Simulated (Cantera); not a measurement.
Input: 1 mol CH3SiCl3, 410 mol H2, at 0.120 bar.

Equilibrium computed with Cantera from the NASA thermochemical tables; the gas is ideal and each condensed phase is pure. Candidate condensed phases: C, C6H6, C7H8, C8H18, Si, SiC; 109 gas species. The feed counts by its element totals alone. The numbers say what is thermodynamically allowed, not how fast it happens. All values below are at 1750 K.

Base state: H2 0.992, HCl 0.00722, H 0.000669, SiCl2 1.98e-5, CH4 1.81e-5 (mole fractions); condensed: SiC(s).

Task: What changes in the equilibrium state with this change: CH3SiCl3 replaced by SiH4?

Result: 
```
species        before     after
-----------  --------  --------
H2              0.992     0.999
H            0.000669  0.000671
SiH2          2.35e-6   2.08e-5
HCl           0.00722         0
SiCl2         1.98e-5         0
CH4           1.81e-5         0
Si            1.42e-6   1.25e-5
SiC(s), mol     0.990         0
Si(l), mol          0     0.984
```
Gases not in the tables: Si2H6 and higher silanes.
